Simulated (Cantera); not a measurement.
Ignition delay

Mixture: 9.97 % CH4, 7.78 % CO, 21.6 % O2, 60.6 % N2, equivalence ratio 1.1, at 0.530 bar, adiabatic and at constant pressure. Ignition delay is the time to a rise of 400 K.

Cantera simulation using GRI-Mech 3.0 (53 species, 325 reactions); the numbers are that mechanism's predictions, not measurements.

| T0 (K) | delay (ms) |
|---|---|
| 1275 | 26.0 |
| 1375 | 6.62 |
| 1475 | 2.10 |
| 1575 | 0.824 |
| 1675 | 0.383 |
| 1775 | 0.200 |
| 1875 | 0.113 |

| Property | Value |
|---|---|
| apparent activation energy between 1675 and 1875 K | 160 kJ/mol |
